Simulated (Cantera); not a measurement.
Feed: 1 mol SiCl4, 6.3 mol H2, at 977 °C and 1.70 bar.

Method: chemical equilibrium by Gibbs-energy minimisation in Cantera with the NASA 1993 tables (ideal gas, pure condensed phases). Candidate condensed phases: Si; 19 gas species. The tables' values for SiCl3 are old estimates; treat these amounts as uncertain. Equilibrium is a limit: real reactors are often held back by kinetics, nucleation or transport.

Question: What is the equilibrium state?

Answer: x(H2): 0.803
x(SiCl4): 0.0823
x(HCl): 0.0609
x(SiHCl3): 0.0387
x(SiCl3): 0.00746
x(SiCl2): 0.00483
x(SiH2Cl2): 0.00247
x(SiH3Cl): 4.38e-5
gas amount: 7.363 mol
log10 activity of Si(s) (absent): -0.38
